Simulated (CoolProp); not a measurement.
A simple Rankine cycle with cyclohexane: condensing at 332.15 K, boiler at 1.59 MPa, turbine inlet 499 K, turbine efficiency 0.75, pump efficiency 0.7, no recuperator. Each further row changes one setting.

Computed with CoolProp (reference Helmholtz-energy equation of state, Zhou 2014).

| case | thermal efficiency (%) | net work (kJ/kg) | heat in (kJ/kg) | turbine exit temperature (K) | volume ratio over the turbine |
|---|---|---|---|---|---|
| as stated | 16.3 | (withheld) | 643 | (withheld) | 35.1 |
| turbine inlet 519 K | (withheld) | 111 | 694 | 452.8 | (withheld) |
| condensing temperature 324.15 K | 17.2 | 113 | 659 | 425.9 | 46.4 |
| boiler pressure 1.11 MPa | (withheld) | 98.1 | 658 | (withheld) | 22.7 |
| turbine efficiency 0.65 | 14.0 | 90.3 | 643 | 437.9 | 35.7 |

### Question
Complete the blanks.

### Answer

- as stated, net work (kJ/kg): 105
- as stated, turbine exit temperature (K): 430.6
- turbine inlet 519 K, thermal efficiency (%): 16.0
- turbine inlet 519 K, volume ratio over the turbine: 34.0
- boiler pressure 1.11 MPa, thermal efficiency (%): 14.9
- boiler pressure 1.11 MPa, turbine exit temperature (K): 441.3
